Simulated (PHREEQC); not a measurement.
Dissolve 78 mmol/kgw H2SO4, 0.25 mmol/kgw FeSO4 and 0.059 mmol/kgw MgSO4 at 25 °C. Closed to the air; pH follows from the charge balance.

The numbers come from PHREEQC with the ion-association model, wateq4f.dat.

```json
[
 {"quantity": "pH", "before": "1.11", "after": "1.37"},
 {"quantity": "ionic strength (mol/kgw)", "before": "0.113", "after": "0.0634"},
 {"quantity": "HSO4- (mol/kgw)", "before": "0.0609", "after": "0.0270"},
 {"quantity": "SO4-2 (mol/kgw)", "before": "0.0173", "after": "0.0121"}
]
```

**Question.** What was changed between the two runs?
A. MgSO4 left out
B. diluted 2-fold with water
C. FeSO4 replaced by Fe2(SO4)3 at the same molality
D. MgSO4 from 5.9e-05 to 1.18e-05 mol/kgw
E. H2SO4 from 0.078 to 0.78 mol/kgw

**Answer.** B, diluted 2-fold with water

No solid was allowed to form.
